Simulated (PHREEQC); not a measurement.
Copper plating or etch bath: speciation

Make-up at 62 °C: 0.018 mol/kgw CuSO4, 0.074 mol/kgw H2SO4 and 0.00028 mol/kgw FeCl3. It is in equilibrium with CO2 at log p = -1 (atm). Otherwise closed; pH follows from the charge balance.

Model: ion-association model, wateq4f.dat, run in PHREEQC.

Precipitation was switched off in this run.

Question: What pH, ionic strength does the model give?

Answer: pH 1.23; ionic strength 0.126 mol/kgw.

Question: In which forms is Cl present?

Answer: Cl- 94 %, CuCl+ 5.9 % of the Cl.

The solution is supersaturated, for example in Hematite (slow to form), so a real one may precipitate; this is no full list. At this temperature some constants are extrapolated from 25 °C, and those without enthalpy data are left unchanged.
